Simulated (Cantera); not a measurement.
A Cantera script and what it prints.

```python
import numpy as np
import cantera as ct

gas_names = """
    C CH CH2 CH3 CH2OH CH3O CH4 CH3OH CO CO2 COOH C2 C2H CHCO,ketyl C2H2,acetylene C2H2,vinylidene
    CH2CO,ketene C2H3,vinyl CH3CO,acetyl C2H4 C2H4O,ethylen CH3CHO,ethanal CH3COOH (HCOOH)2 C2H5 C2H6
    CH3OCH3 C2H5OH C2O C3 C3H3,propargyl C3H4,allene C3H4,propyne C3H4,cyclo- C3H5,allyl C3H6,propylene
    C3H6,cyclo- C3H6O C3H7,n-propyl C3H7,i-propyl C3H8 C3H8O,1propanol C3H8O,2propanol C3O2 C4 C4H2
    C4H4,1,3-cyclo- C4H6,butadiene C4H6,2-butyne C4H6,cyclo- C4H8,1-butene C4H8,cis2-buten
    C4H8,tr2-butene C4H8,isobutene C4H8,cyclo- (CH3COOH)2 C4H9,n-butyl C4H9,i-butyl C4H9,s-butyl
    C4H9,t-butyl C4H10,isobutane C4H10,n-butane C5 C5H6,1,3cyclo- C5H8,cyclo- C5H10,1-pentene
    C5H10,cyclo- C5H11,pentyl C5H11,t-pentyl C5H12,n-pentane C5H12,i-pentane CH3C(CH3)2CH3 C6H2
    C6H5,phenyl C6H5O,phenoxy C6H6 C6H5OH,phenol C6H10,cyclo- C6H12,1-hexene C6H12,cyclo- C6H13,n-hexyl
    C7H7,benzyl C7H8 C7H8O,cresol C7H14,1-heptene C7H15,n-heptyl C7H16,n-heptane C8H8,styrene
    C8H10,ethylbenz C8H16,1-octene C8H17,n-octyl C8H18,isooctane C8H18,n-octane C9H19,n-nonyl
    C10H8,naphthale C10H21,n-decyl C12H9,o-bipheny C12H10,bipheny H HCO HO2 H2 HCHO,formaldehy HCOOH H2O
    H2O2 O OH O2 O3 Ta TaO TaO2
""".split()
cond_names = """
    C(gr) C6H6(L) C7H8(L) C8H18(L),n-octa H2O(s) H2O(L) Ta(cr) Ta(L) TaC(s) TaC(L) Ta2O5(s) Ta2O5(L)
""".split()


def load(file, names, dense=False):
    # The tables refer to 1 bar. Condensed volumes are neglected.
    table = {s.name: s for s in ct.Species.list_from_file(file)}
    out = []
    for n in names:
        d = dict(table[n].input_data)
        d["thermo"] = dict(d["thermo"], **{"reference-pressure": 1e5})
        if dense:
            d["equation-of-state"] = {"model": "constant-volume", "density": "1e6 g/cm^3"}
        out.append(ct.Species.from_dict(d))
    return out


gas = ct.Solution(thermo="ideal-gas", species=load("nasa_gas.yaml", gas_names))
cond = {s.name: ct.Solution(thermo="fixed-stoichiometry", species=[s], name=s.name)
        for s in load("nasa_condensed.yaml", cond_names, dense=True)}
atoms = {
    'Ta2O5': {'Ta': 2, 'O': 5},
    'C': {'C': 1},
    'H2': {'H': 2},
}
top_T = {'C(gr)': 4500}  # K; cautious upper limits of use, not melting points


def equilibrate(T, P, feed):
    n = {}
    for name, mol in feed.items():
        for a, k in atoms[name].items():
            n[a] = n.get(a, 0.0) + k * mol
    gas.TPX = T, P, n
    mass = sum(n.values()) * gas.mean_molecular_weight
    gas.equilibrate("TP")
    valid = [c for c in cond.values() if c.min_temp <= T <= top_T.get(c.name, c.max_temp)]
    mix = ct.Mixture([(gas, mass / gas.mean_molecular_weight)] + [(c, 0.0) for c in valid])
    mix.T, mix.P = T, P
    mix.equilibrate("TP", solver="vcs", rtol=1e-11, max_steps=5000)
    return mix


results = []
T = 1823.15  # K
P = 110000  # Pa
for m in [0.42, 1.3, 2.1, 3, 3.9, 4.7, 5.6]:
    feed = {'Ta2O5': 1, 'C': 0.99, 'H2': m}  # mol
    mix = equilibrate(T, P, feed)
    results.append((T, P, feed, dict(zip(mix.species_names, mix.species_moles))))

top = {s: max(r[3][s] / sum(r[3][g] for g in gas_names) for r in results) for s in gas_names}
cols = sorted((s for s in top if top[s] > 0.0001), key=lambda s: -top[s])[:9]
seen = [c for c in cond_names if any(r[3].get(c, 0) > 1e-12 for r in results)]
print("log10 of partial pressures in bar; condensed amounts in mol")
print(f"{'n(H2)':>10s}" + "".join(f"{s[:9]:>10s}" for s in cols + seen))
for T, P, feed, n in results:
    ng = sum(n[g] for g in gas_names)
    print(f"{feed['H2']:10.4g}" + "".join(f"{np.log10(max(n[s] / ng * P / 1e5, 1e-99)):10.3f}" for s in cols)
          + "".join(f"{n.get(c, 0):10.4g}" for c in seen))
```

Output:

```
log10 of partial pressures in bar; condensed amounts in mol
     n(H2)        H2        CO       H2O       CO2         H    TaC(s)  Ta2O5(s)
      0.42    -0.390    -0.162    -2.535    -2.900    -3.558    0.2841     0.858
       1.3    -0.150    -0.413    -2.366    -3.223    -3.437    0.2854    0.8573
       2.1    -0.087    -0.560    -2.345    -3.411    -3.406    0.2864    0.8568
         3    -0.052    -0.681    -2.346    -3.567    -3.389    0.2875    0.8563
       3.9    -0.033    -0.776    -2.353    -3.689    -3.379    0.2884    0.8558
       4.7    -0.021    -0.846    -2.362    -3.779    -3.373    0.2892    0.8554
       5.6    -0.012    -0.913    -2.371    -3.865    -3.369      0.29     0.855
```

These are equilibrium values from Cantera (NASA tables, ideal gas, pure condensed phases), not measurements of a reactor. Mutual solubility and eutectic melting of coexisting phases are not modelled. TaC: taken at fixed stoichiometry. Condensed phases not in the tables: Ta2C.
